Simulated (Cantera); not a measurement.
Charge: 1 mol FeCl3, 0.24 mol O2, 34 mol H2, 0.34 mol H2O, at 1052 °C and 7.50 Torr.

Method: chemical equilibrium by Gibbs-energy minimisation in Cantera with the NASA 1993 tables (ideal gas, pure condensed phases). Candidate condensed phases: Fe, FeCl2, FeCl3, FeO, Fe(OH)2, Fe(OH)3, Fe2O3, Fe3O4, H2O; 22 gas species. Rates play no part.

Base state: H2 0.897, HCl 0.0768, H2O 0.0229, FeCl2 0.00344, H 1.55e-5 (mole fractions); condensed: Fe(γ).

### Question
What changes in the equilibrium state with this change: temperature from 1052 °C to 602 °C?

### Answer
| species | before | after |
|---|---|---|
| H2 | 0.897 | 0.894 |
| HCl | 0.0768 | 0.0824 |
| H2O | 0.0229 | 0.0229 |
| FeCl2 | 0.00344 | 0.000649 |
| H | 1.55e-5 | <1e-9 |
| Fe(γ), mol | 0.877 | 0 |
| Fe(α), mol | 0 | 0.977 |
Condensed phases not in the tables: FeOCl.
